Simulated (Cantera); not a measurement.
Charge: 1 mol Si3N4, 0.0056 mol O2, 150 mol N2, held at 210 Pa.

Cantera equilibrium calculation (NASA polynomials, part measured and part estimated; ideal gas, pure solids and liquids). Candidate condensed phases: Si, SiO2, Si2N2O, Si3N4; 16 gas species. Mutual solubility and eutectic melting of coexisting phases are not modelled. Rates play no part.

x: gas mole fraction; n: condensed amount in mol.

```csv
T (K),x N2,x SiO,x Si,x SiN,x Si2N,x Si2,n Si2N2O(s),n Si3N4(s)
1100,1.00,(withheld),<1e-12,<1e-12,<1e-12,<1e-12,0.0112,0.993
1175,1.00,(withheld),<1e-12,<1e-12,<1e-12,<1e-12,0.0112,0.993
1250,1.00,(withheld),6.07e-12,1.28e-12,<1e-12,<1e-12,0.0112,0.993
1325,1.00,(withheld),2.65e-10,3.62e-11,<1e-12,<1e-12,0.0112,0.993
1400,1.000,(withheld),7.66e-9,7.12e-10,1.84e-11,<1e-12,0.0106,0.993
1475,1.000,(withheld),1.57e-7,1.03e-8,8.57e-10,9.56e-12,0.00323,0.995
1550,1.000,7.47e-5,2.38e-6,1.14e-7,2.73e-8,6.48e-10,0,0.996
1625,1.000,7.47e-5,2.81e-5,1.01e-6,6.29e-7,2.95e-8,0,0.995
```

Problem. What belongs in the gaps?

Solution. 
- 1100, x SiO: 5.03e-12
- 1175, x SiO: 2.97e-10
- 1250, x SiO: 1.06e-8
- 1325, x SiO: 2.53e-7
- 1400, x SiO: 4.24e-6
- 1475, x SiO: 5.31e-5
